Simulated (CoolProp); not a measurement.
Ethane along the isobar 12.8 bar: density (kg/m³) from the reference equation and from simpler models built on Tc = 305.3 K, pc = 48.72 bar, ω = 0.099; each cubic takes its own stable root.

The numbers come from the reference Helmholtz-energy equation of state, Bücker 2006 in CoolProp.

```tsv
T (K)	phase	reference	van der Waals	Soave-Redlich-Kwong	Peng-Robinson
130.5	liquid	607.9	394.1	583.6	(withheld)
153.6	liquid	581.9	(withheld)	561.1	631.5
176.7	liquid	554.6	(withheld)	535.1	603.7
199.8	liquid	525.5	343.4	504.9	570.8
223	liquid	493.1	320.7	468.6	530.7
246.1	liquid	455.3	22.14	(withheld)	479.8
269.2	gas	20.19	19.48	20.13	20.40
292.4	gas	17.79	17.47	17.79	18.00
315.5	gas	16.03	15.89	16.04	(withheld)
338.6	gas	14.65	14.60	14.65	(withheld)
361.7	gas	13.52	13.52	13.52	13.63
384.9	gas	12.56	12.59	12.56	12.66
408	gas	11.75	11.80	11.75	11.83
431.1	gas	11.05	11.10	11.04	11.12
454.3	gas	10.43	10.49	10.42	10.48
```

Question: Some entries are withheld; supply them.

Answer: 
- 130.5, Peng-Robinson: 655.5
- 153.6, van der Waals: 379.1
- 176.7, van der Waals: 362.4
- 246.1, Soave-Redlich-Kwong: 423.0
- 315.5, Peng-Robinson: 16.21
- 338.6, Peng-Robinson: 14.79

At some of these states van der Waals gives the other phase, because its saturation line lies elsewhere.
